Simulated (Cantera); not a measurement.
A closed system holds: 1 mol Al, 0.012 mol H2O, 1.7 mol H2, equilibrated at 748 K and 0.0160 bar.

Cantera equilibrium calculation (NASA polynomials, part measured and part estimated; ideal gas, pure solids and liquids). Candidate condensed phases: Al, Al2O3, H2O; 19 gas species. The numbers say what is thermodynamically allowed, not how fast it happens.

Task: What is the equilibrium state?

Result: 
- x(H2): 1.00
- n(Al(s)): 0.992 mol
- n(Al2O3(s)): 0.00400 mol
- gas amount: 1.712 mol
